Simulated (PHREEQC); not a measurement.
## Ultrapure water in contact with air or piping (model solution)

Synthetic water in mg/L, 25 °C, pH 6.74, pe 1.9:

| constituent | mg/L |
|---|---|
| Na | 0.0824 |
| K | 0.0426 |
| Ca | 0.0439 |
| Mg | 0.0226 |
| Cl | 0.0758 |
| S(6) as SO4 | 0.0601 |
| Alkalinity as HCO3 | 0.31 |
| Fe(2) | 0.000403 |
| Zn | 0.000292 |

Cl is adjusted to close the charge balance.
Valence states are taken as typed.

Computed with PHREEQC (ion-association model, wateq4f.dat).

```json
{
 "ionic_strength": "1.16e-5 mol/kgw"
}
```

| species | molality | activity | log γ |
|---|---|---|---|
| HCO3- | 5.21e-6 | 5.18e-6 | -0.002 |
| Na+ | 3.58e-6 | 3.57e-6 | -0.002 |
| Cl- | 2.42e-6 | 2.41e-6 | -0.002 |
| CO2 | 2.12e-6 | 2.12e-6 | 0.000 |
| Ca+2 | 1.10e-6 | 1.08e-6 | -0.007 |
| K+ | 1.09e-6 | 1.08e-6 | -0.002 |
| Mg+2 | 9.29e-7 | 9.15e-7 | -0.007 |
| SO4-2 | 6.25e-7 | 6.15e-7 | -0.007 |
| H+ | 1.83e-7 | 1.82e-7 | -0.002 |

No solid was allowed to form.
